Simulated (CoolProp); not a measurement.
Cyclohexane along the isobar 5.6 MPa: fugacity coefficient from the reference equation and from simpler models built on Tc = 280.5 °C, pc = 4.081 MPa, ω = 0.209; each cubic takes its own stable root.

Values from CoolProp's reference Helmholtz-energy equation of state, Zhou 2014.

| T (°C) | phase | reference | van der Waals | Peng-Robinson |
|---|---|---|---|---|
| 263.55 | liquid | 0.4505 | 0.5166 | 0.4429 |
| 269.05 | liquid | [?] | 0.5304 | 0.4632 |
| 274.65 | liquid | 0.4929 | 0.5444 | 0.4838 |
| 280.15 | liquid | 0.5139 | 0.5580 | 0.5037 |
| 285.75 | supercritical | 0.5350 | 0.5716 | [?] |
| 291.25 | supercritical | 0.5553 | 0.5848 | 0.5427 |
| 296.85 | supercritical | 0.5753 | 0.5980 | 0.5613 |
| 302.45 | supercritical | 0.5943 | 0.6108 | 0.5788 |
| 307.95 | supercritical | 0.6114 | 0.6231 | 0.5947 |
| 313.55 | supercritical | 0.6271 | 0.6351 | 0.6095 |
| 319.05 | supercritical | [?] | 0.6464 | 0.6228 |
| 324.65 | supercritical | 0.6539 | 0.6573 | 0.6354 |
| 330.15 | supercritical | 0.6656 | [?] | [?] |
| 335.75 | supercritical | 0.6767 | 0.6769 | 0.6581 |
| 341.25 | supercritical | [?] | 0.6857 | [?] |
| 346.85 | supercritical | 0.6969 | 0.6942 | [?] |

Question: Some entries are withheld; supply them.

Answer: 
- 269.05, reference: 0.4715
- 285.75, Peng-Robinson: 0.5237
- 319.05, reference: 0.6410
- 330.15, van der Waals: 0.6674
- 330.15, Peng-Robinson: 0.6469
- 341.25, reference: 0.6870
- 341.25, Peng-Robinson: 0.6684
- 346.85, Peng-Robinson: 0.6785
